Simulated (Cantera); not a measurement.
Input (Python, Cantera) and output of one run.

```python
import numpy as np
import cantera as ct

gas_names = """
    B BH BH2 BH3 BN B2 H H2 N NH NH2 NH3 N2 N2H2 N2H4
""".split()
cond_names = """
    B(b) B(L) BN(s)
""".split()


def load(file, names, dense=False):
    # The tables refer to 1 bar. Condensed volumes are neglected.
    table = {s.name: s for s in ct.Species.list_from_file(file)}
    out = []
    for n in names:
        d = dict(table[n].input_data)
        d["thermo"] = dict(d["thermo"], **{"reference-pressure": 1e5})
        if dense:
            d["equation-of-state"] = {"model": "constant-volume", "density": "1e6 g/cm^3"}
        out.append(ct.Species.from_dict(d))
    return out


gas = ct.Solution(thermo="ideal-gas", species=load("nasa_gas.yaml", gas_names))
cond = {s.name: ct.Solution(thermo="fixed-stoichiometry", species=[s], name=s.name)
        for s in load("nasa_condensed.yaml", cond_names, dense=True)}
atoms = {
    'B2H6': {'B': 2, 'H': 6},
    'N2': {'N': 2},
    'NH3': {'N': 1, 'H': 3},
}
top_T = {'BN(s)': 3200}  # K; cautious upper limits of use, not melting points


def equilibrate(T, P, feed):
    n = {}
    for name, mol in feed.items():
        for a, k in atoms[name].items():
            n[a] = n.get(a, 0.0) + k * mol
    gas.TPX = T, P, n
    mass = sum(n.values()) * gas.mean_molecular_weight
    gas.equilibrate("TP")
    valid = [c for c in cond.values() if c.min_temp <= T <= top_T.get(c.name, c.max_temp)]
    mix = ct.Mixture([(gas, mass / gas.mean_molecular_weight)] + [(c, 0.0) for c in valid])
    mix.T, mix.P = T, P
    mix.equilibrate("TP", solver="vcs", rtol=1e-11, max_steps=5000)
    return mix


results = []
P = 1800  # Pa
for T in [750, 950, 1150, 1350, 1550, 1750, 1950, 2150, 2350]:
    for m in [1.2, 1.5, 2, 2.6, 3.4, 4.4, 5.8, 7.5]:
        feed = {'B2H6': 1, 'N2': 0.31, 'NH3': m}  # mol
        mix = equilibrate(T, P, feed)
        results.append((T, P, feed, dict(zip(mix.species_names, mix.species_moles))))

for T, P, feed, n in results:
    print(f"{T:7g} {feed['NH3']:10.4g}  " + (" + ".join(c for c in cond_names if n.get(c, 0) > 1e-12) or "gas only"))
```

It prints:

```
    750        1.2  B(b) + BN(s)
    750        1.5  BN(s)
    750          2  BN(s)
    750        2.6  BN(s)
    750        3.4  BN(s)
    750        4.4  BN(s)
    750        5.8  BN(s)
    750        7.5  BN(s)
    950        1.2  B(b) + BN(s)
    950        1.5  BN(s)
    950          2  BN(s)
    950        2.6  BN(s)
    950        3.4  BN(s)
    950        4.4  BN(s)
    950        5.8  BN(s)
    950        7.5  BN(s)
   1150        1.2  B(b) + BN(s)
   1150        1.5  BN(s)
   1150          2  BN(s)
   1150        2.6  BN(s)
   1150        3.4  BN(s)
   1150        4.4  BN(s)
   1150        5.8  BN(s)
   1150        7.5  BN(s)
   1350        1.2  B(b) + BN(s)
   1350        1.5  BN(s)
   1350          2  BN(s)
   1350        2.6  BN(s)
   1350        3.4  BN(s)
   1350        4.4  BN(s)
   1350        5.8  BN(s)
   1350        7.5  BN(s)
   1550        1.2  B(b) + BN(s)
   1550        1.5  BN(s)
   1550          2  BN(s)
   1550        2.6  BN(s)
   1550        3.4  BN(s)
   1550        4.4  BN(s)
   1550        5.8  BN(s)
   1550        7.5  BN(s)
   1750        1.2  B(b) + BN(s)
   1750        1.5  BN(s)
   1750          2  BN(s)
   1750        2.6  BN(s)
   1750        3.4  BN(s)
   1750        4.4  BN(s)
   1750        5.8  BN(s)
   1750        7.5  BN(s)
   1950        1.2  B(b) + BN(s)
   1950        1.5  BN(s)
   1950          2  BN(s)
   1950        2.6  BN(s)
   1950        3.4  BN(s)
   1950        4.4  BN(s)
   1950        5.8  BN(s)
   1950        7.5  BN(s)
   2150        1.2  B(b) + BN(s)
   2150        1.5  B(b) + BN(s)
   2150          2  B(b) + BN(s)
   2150        2.6  BN(s)
   2150        3.4  BN(s)
   2150        4.4  BN(s)
   2150        5.8  BN(s)
   2150        7.5  BN(s)
   2350        1.2  B(L)
   2350        1.5  B(L)
   2350          2  B(L)
   2350        2.6  B(L)
   2350        3.4  B(L)
   2350        4.4  B(L)
   2350        5.8  B(L)
   2350        7.5  B(L)
```

Method: chemical equilibrium by Gibbs-energy minimisation in Cantera with the NASA 1993 tables (ideal gas, pure condensed phases). The feed counts by its element totals alone. Mutual solubility and eutectic melting of coexisting phases are not modelled.
